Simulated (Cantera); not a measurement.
A closed system holds: 1 mol SiHCl3, 0.84 mol Cl2, 120 mol H2, held at 1175 K and 1.00 bar.

These are equilibrium values from Cantera (NASA tables, ideal gas, pure condensed phases), not measurements of a reactor. The tables' values for SiCl3 are old estimates; treat these amounts as uncertain. The numbers say what is thermodynamically allowed, not how fast it happens.

```csv
species,before,after
H2,0.977,0.967
HCl,0.0163,0.0289
SiCl2,0.000619,0.00255
SiHCl3,0.00317,0.000549
SiCl4,0.00224,0.000232
SiH2Cl2,0.000576,0.000195
SiH3Cl,2.83e-5,2.00e-5
SiCl3,0.000377,0.000374
"Si(s), mol",0.143,0.518
```
Gas species are given as mole fractions.

Question: What was changed between the two runs?
A. Cl2 from 0.84 to 0.075 mol
B. Cl2 from 0.84 to 0.019 mol
C. temperature from 1175 K to 1400 K
D. temperature from 1175 K to 873 K

Answer: C, temperature from 1175 K to 1400 K
